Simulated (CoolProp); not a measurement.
Vapour-liquid equilibrium of fluoroethane (R161) (1) + R1234yf (2) at 113 kPa; x and y are mole fractions of (1).

Model: multi-fluid Helmholtz-energy mixture model, Wu 2012 and Lemmon 2022; pair parameters Bell 2016, in CoolProp.

### Question
Give the bubble temperature and the first vapour's composition at x = 0.65, 0.85, 0.95. Is there an azeotrope?

### Answer
x = 0.65: -33.4 °C, y = 0.717; x = 0.85: -34.5 °C, y = 0.877; x = 0.95: -35.0 °C, y = 0.958. No azeotrope shows between x = 0.05 and 0.95.

Pair parameters are fitted to limited data, so mixtures are less certain than the pure fluids.
